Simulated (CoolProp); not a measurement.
Properties of CH3F (R41) along the isotherm 338.2 K.

Model: reference Helmholtz-energy equation of state, Lemmon 2006, in CoolProp. It is a short technical equation, of lower accuracy than the large ones.

| p (bar) | phase | density (kg/m³) | Joule-Thomson coefficient (K/MPa) | isothermal compressibility (1/MPa) | expansivity (1/kK) |
|---|---|---|---|---|---|
| 0.934 | gas | 1.136 | 12.57 | 10.76 | 3.007 |
| 1.45 | gas | 1.769 | 12.56 | 6.951 | 3.035 |
| 2.26 | gas | 2.769 | 12.54 | 4.480 | 3.079 |
| 3.53 | gas | 4.356 | 12.51 | 2.889 | 3.151 |
| 5.49 | gas | 6.850 | 12.47 | 1.879 | 3.267 |
| 8.55 | gas | 10.86 | 12.40 | 1.229 | 3.460 |
| 13.3 | gas | 17.38 | 12.28 | 0.8140 | 3.793 |
| 20.7 | gas | 28.39 | 12.08 | 0.5510 | 4.411 |
| 32.3 | gas | 48.24 | 11.71 | 0.3894 | 5.734 |
| 50.2 | gas | 88.64 | 10.91 | 0.3102 | 9.490 |
| 78.2 | supercritical | 222.5 | 7.748 | 0.3859 | 35.73 |
| 122 | supercritical | 476.4 | 1.842 | 0.04619 | 12.60 |
| 190 | supercritical | 563.6 | 0.6698 | 0.01469 | 5.928 |
| 295 | supercritical | 626.4 | 0.1980 | 0.007193 | 3.799 |
